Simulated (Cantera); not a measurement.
An adiabatic, constant-volume homogeneous reactor starts with 10.4 % CO, 0.737 % H₂, 18.5 % O₂, 70.4 % N₂, equivalence ratio 0.30, at 1673 K and 680000 Pa.

Model: GRI-Mech 3.0 (53 species, 325 reactions), integrated in Cantera. The hydrogen kinetics of GRI-Mech 3.0 are dated; newer H2 mechanisms differ, most at raised pressure.

One state of this run: T (K) = 2576; P (bar) = 9.93; x CO = 0.00507; x H₂ = 4.95e-5; x O₂ = 0.128; x O = 0.00238; x H = 7.83e-5; x NO = 0.0178; x CO₂ = 0.104. x: mole fraction; the columns are a selection and need not sum to one.

**Question.** Which value of t (s) does it belong to?
(A) 0.00411
(B) 0.000170
(C) 2.03e-5
(D) 7.00e-6

**Answer.** A, 0.00411
